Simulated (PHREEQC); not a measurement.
**Acid rinse or clean: speciation**

Solution (20 °C): 0.95 mol/kgw HNO3 and 0.0017 mol/kgw CaCl2. Closed to the air; pH follows from the charge balance.

The numbers come from PHREEQC with the ion-association model, phreeqc.dat.

```
Item                      Result
-----------------  -------------
pH                          0.15
ionic strength     0.955 mol/kgw
activity of water          0.968
density              1.029 g/cm³
total alkalinity     -950 meq/kg
```

| species | molality | activity | log γ |
|---|---|---|---|
| H+ | 0.950 | 0.709 | -0.127 |
| NO3- | 0.950 | 0.532 | -0.252 |
| Cl- | 0.00340 | 0.00209 | -0.212 |
| Ca+2 | 0.00170 | 0.000425 | -0.602 |

No solid was allowed to form. Caution: at this ionic strength the ion-association model is outside its range; a Pitzer model would be the better tool where its parameters exist. Complexes and solids missing from the database can't appear.
